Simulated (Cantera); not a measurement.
# Pyrogenic steam for wet oxidation

A perfectly stirred reactor is fed with H2 : O2 : N2 = 1.3 : 1 : 0.62 (molar parts), equivalence ratio 0.65, at 0.133 bar; it is held at 1250 K, and followed from long to short residence time.

Cantera simulation using GRI-Mech 3.0 (53 species, 325 reactions); the numbers are that mechanism's predictions, not measurements. The temperature is held fixed by assumption; the heat of reaction is taken as removed at once.

| τ (s) | x H2 | x O2 | x NO | x OH | x HO2 | x O |
|---|---|---|---|---|---|---|
| 1.2 | 0.000421 | 0.154 | 1.50e-7 | 0.000747 | 8.50e-6 | 0.000105 |
| 0.38 | 0.000905 | 0.154 | 1.35e-7 | 0.00110 | 1.51e-5 | 0.000231 |
| 0.12 | 0.00193 | 0.154 | 1.73e-7 | 0.00162 | 2.41e-5 | 0.000508 |
| 0.039 | 0.00397 | 0.155 | 2.94e-7 | 0.00239 | 3.36e-5 | 0.00109 |
| 0.012 | 0.00827 | 0.156 | 5.76e-7 | 0.00359 | 4.22e-5 | 0.00236 |
| 0.0040 | 0.0160 | 0.158 | 1.07e-6 | 0.00521 | 4.77e-5 | 0.00476 |
| 0.0013 | 0.0300 | 0.162 | 1.84e-6 | 0.00746 | 5.05e-5 | 0.00941 |
| 0.00041 | 0.0534 | 0.171 | 2.54e-6 | 0.0102 | 4.98e-5 | 0.0176 |
| 0.00013 | 0.0878 | 0.186 | 2.20e-6 | 0.0125 | 4.57e-5 | 0.0275 |
x: mole fraction; the columns are a selection and need not sum to one.
